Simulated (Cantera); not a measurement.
Input (Python, Cantera) and output of one run.

```python
import numpy as np
import cantera as ct

gas_names = """
    C CN C2 CCN CNC C2N2 C3 C4 C4N2 C5 N N2 Ti
""".split()
cond_names = """
    C(gr) Ti(a) Ti(b) Ti(L) TiC(s) TiC(L) TiN(s) TiN(L)
""".split()


# ... load() reads the species with a 1 bar reference pressure and builds the phases ...
atoms = {
    'TiC': {'Ti': 1, 'C': 1},
    'C': {'C': 1},
    'N2': {'N': 2},
}
top_T = {'C(gr)': 4500}  # K; cautious upper limits of use, not melting points


# ... equilibrate(T, P, feed) seeds the gas with the atoms and calls Mixture.equilibrate('TP', solver="vcs", rtol=1e-11, max_steps=5000) ...
results = []
P = 800  # Pa
for T in [1725, 1800, 1875, 1950, 2025, 2100, 2175, 2250, 2325, 2400, 2475, 2550, 2625]:
    for m in [0.0055, 0.008, 0.012, 0.017, 0.025, 0.036, 0.052, 0.075, 0.11, 0.16, 0.23, 0.33, 0.48]:
        feed = {'TiC': 1, 'C': m, 'N2': 6.2}  # mol
        mix = equilibrate(T, P, feed)
        results.append((T, P, feed, dict(zip(mix.species_names, mix.species_moles))))

for T, P, feed, n in results:
    print(f"{T:7g} {feed['C']:10.4g}  " + (" + ".join(c for c in cond_names if n.get(c, 0) > 1e-12) or "gas only"))
```

It prints:

```
   1725     0.0055  C(gr) + TiC(s)
   1725      0.008  C(gr) + TiC(s)
   1725      0.012  C(gr) + TiC(s)
   1725      0.017  C(gr) + TiC(s)
   1725      0.025  C(gr) + TiC(s)
   1725      0.036  C(gr) + TiC(s)
   1725      0.052  C(gr) + TiC(s)
   1725      0.075  C(gr) + TiC(s)
   1725       0.11  C(gr) + TiC(s)
   1725       0.16  C(gr) + TiC(s)
   1725       0.23  C(gr) + TiC(s)
   1725       0.33  C(gr) + TiC(s)
   1725       0.48  C(gr) + TiC(s)
   1800     0.0055  C(gr) + TiC(s)
   1800      0.008  C(gr) + TiC(s)
   1800      0.012  C(gr) + TiC(s)
   1800      0.017  C(gr) + TiC(s)
   1800      0.025  C(gr) + TiC(s)
   1800      0.036  C(gr) + TiC(s)
   1800      0.052  C(gr) + TiC(s)
   1800      0.075  C(gr) + TiC(s)
   1800       0.11  C(gr) + TiC(s)
   1800       0.16  C(gr) + TiC(s)
   1800       0.23  C(gr) + TiC(s)
   1800       0.33  C(gr) + TiC(s)
   1800       0.48  C(gr) + TiC(s)
   1875     0.0055  C(gr) + TiC(s)
   1875      0.008  C(gr) + TiC(s)
   1875      0.012  C(gr) + TiC(s)
   1875      0.017  C(gr) + TiC(s)
   1875      0.025  C(gr) + TiC(s)
   1875      0.036  C(gr) + TiC(s)
   1875      0.052  C(gr) + TiC(s)
   1875      0.075  C(gr) + TiC(s)
   1875       0.11  C(gr) + TiC(s)
   1875       0.16  C(gr) + TiC(s)
   1875       0.23  C(gr) + TiC(s)
   1875       0.33  C(gr) + TiC(s)
   1875       0.48  C(gr) + TiC(s)
   1950     0.0055  C(gr) + TiC(s)
   1950      0.008  C(gr) + TiC(s)
   1950      0.012  C(gr) + TiC(s)
   1950      0.017  C(gr) + TiC(s)
   1950      0.025  C(gr) + TiC(s)
   1950      0.036  C(gr) + TiC(s)
   1950      0.052  C(gr) + TiC(s)
   1950      0.075  C(gr) + TiC(s)
   1950       0.11  C(gr) + TiC(s)
   1950       0.16  C(gr) + TiC(s)
   1950       0.23  C(gr) + TiC(s)
   1950       0.33  C(gr) + TiC(s)
   1950       0.48  C(gr) + TiC(s)
   2025     0.0055  C(gr) + TiC(s)
   2025      0.008  C(gr) + TiC(s)
   2025      0.012  C(gr) + TiC(s)
   2025      0.017  C(gr) + TiC(s)
   2025      0.025  C(gr) + TiC(s)
   2025      0.036  C(gr) + TiC(s)
   2025      0.052  C(gr) + TiC(s)
   2025      0.075  C(gr) + TiC(s)
   2025       0.11  C(gr) + TiC(s)
   2025       0.16  C(gr) + TiC(s)
   2025       0.23  C(gr) + TiC(s)
   2025       0.33  C(gr) + TiC(s)
   2025       0.48  C(gr) + TiC(s)
   2100     0.0055  C(gr) + TiC(s)
   2100      0.008  C(gr) + TiC(s)
   2100      0.012  C(gr) + TiC(s)
   2100      0.017  C(gr) + TiC(s)
   2100      0.025  C(gr) + TiC(s)
   2100      0.036  C(gr) + TiC(s)
   2100      0.052  C(gr) + TiC(s)
   2100      0.075  C(gr) + TiC(s)
   2100       0.11  C(gr) + TiC(s)
   2100       0.16  C(gr) + TiC(s)
   2100       0.23  C(gr) + TiC(s)
   2100       0.33  C(gr) + TiC(s)
   2100       0.48  C(gr) + TiC(s)
   2175     0.0055  C(gr) + TiC(s)
   2175      0.008  C(gr) + TiC(s)
   2175      0.012  C(gr) + TiC(s)
   2175      0.017  C(gr) + TiC(s)
   2175      0.025  C(gr) + TiC(s)
   2175      0.036  C(gr) + TiC(s)
   2175      0.052  C(gr) + TiC(s)
   2175      0.075  C(gr) + TiC(s)
   2175       0.11  C(gr) + TiC(s)
   2175       0.16  C(gr) + TiC(s)
   2175       0.23  C(gr) + TiC(s)
   2175       0.33  C(gr) + TiC(s)
   2175       0.48  C(gr) + TiC(s)
   2250     0.0055  C(gr) + TiC(s)
   2250      0.008  C(gr) + TiC(s)
   2250      0.012  C(gr) + TiC(s)
   2250      0.017  C(gr) + TiC(s)
   2250      0.025  C(gr) + TiC(s)
   2250      0.036  C(gr) + TiC(s)
   2250      0.052  C(gr) + TiC(s)
   2250      0.075  C(gr) + TiC(s)
   2250       0.11  C(gr) + TiC(s)
   2250       0.16  C(gr) + TiC(s)
   2250       0.23  C(gr) + TiC(s)
   2250       0.33  C(gr) + TiC(s)
   2250       0.48  C(gr) + TiC(s)
   2325     0.0055  C(gr) + TiC(s)
   2325      0.008  C(gr) + TiC(s)
   2325      0.012  C(gr) + TiC(s)
   2325      0.017  C(gr) + TiC(s)
   2325      0.025  C(gr) + TiC(s)
   2325      0.036  C(gr) + TiC(s)
   2325      0.052  C(gr) + TiC(s)
   2325      0.075  C(gr) + TiC(s)
   2325       0.11  C(gr) + TiC(s)
   2325       0.16  C(gr) + TiC(s)
   2325       0.23  C(gr) + TiC(s)
   2325       0.33  C(gr) + TiC(s)
   2325       0.48  C(gr) + TiC(s)
   2400     0.0055  C(gr) + TiC(s)
   2400      0.008  C(gr) + TiC(s)
   2400      0.012  C(gr) + TiC(s)
   2400      0.017  C(gr) + TiC(s)
   2400      0.025  C(gr) + TiC(s)
   2400      0.036  C(gr) + TiC(s)
   2400      0.052  C(gr) + TiC(s)
   2400      0.075  C(gr) + TiC(s)
   2400       0.11  C(gr) + TiC(s)
   2400       0.16  C(gr) + TiC(s)
   2400       0.23  C(gr) + TiC(s)
   2400       0.33  C(gr) + TiC(s)
   2400       0.48  C(gr) + TiC(s)
   2475     0.0055  TiC(s)
   2475      0.008  C(gr) + TiC(s)
   2475      0.012  C(gr) + TiC(s)
   2475      0.017  C(gr) + TiC(s)
   2475      0.025  C(gr) + TiC(s)
   2475      0.036  C(gr) + TiC(s)
   2475      0.052  C(gr) + TiC(s)
   2475      0.075  C(gr) + TiC(s)
   2475       0.11  C(gr) + TiC(s)
   2475       0.16  C(gr) + TiC(s)
   2475       0.23  C(gr) + TiC(s)
   2475       0.33  C(gr) + TiC(s)
   2475       0.48  C(gr) + TiC(s)
   2550     0.0055  TiC(s)
   2550      0.008  TiC(s)
   2550      0.012  TiC(s)
   2550      0.017  C(gr) + TiC(s)
   2550      0.025  C(gr) + TiC(s)
   2550      0.036  C(gr) + TiC(s)
   2550      0.052  C(gr) + TiC(s)
   2550      0.075  C(gr) + TiC(s)
   2550       0.11  C(gr) + TiC(s)
   2550       0.16  C(gr) + TiC(s)
   2550       0.23  C(gr) + TiC(s)
   2550       0.33  C(gr) + TiC(s)
   2550       0.48  C(gr) + TiC(s)
   2625     0.0055  TiC(s)
   2625      0.008  TiC(s)
   2625      0.012  TiC(s)
   2625      0.017  TiC(s)
   2625      0.025  C(gr) + TiC(s)
   2625      0.036  C(gr) + TiC(s)
   2625      0.052  C(gr) + TiC(s)
   2625      0.075  C(gr) + TiC(s)
   2625       0.11  C(gr) + TiC(s)
   2625       0.16  C(gr) + TiC(s)
   2625       0.23  C(gr) + TiC(s)
   2625       0.33  C(gr) + TiC(s)
   2625       0.48  C(gr) + TiC(s)
```

Cantera equilibrium calculation (NASA polynomials, part measured and part estimated; ideal gas, pure solids and liquids). TiC: taken at fixed stoichiometry.
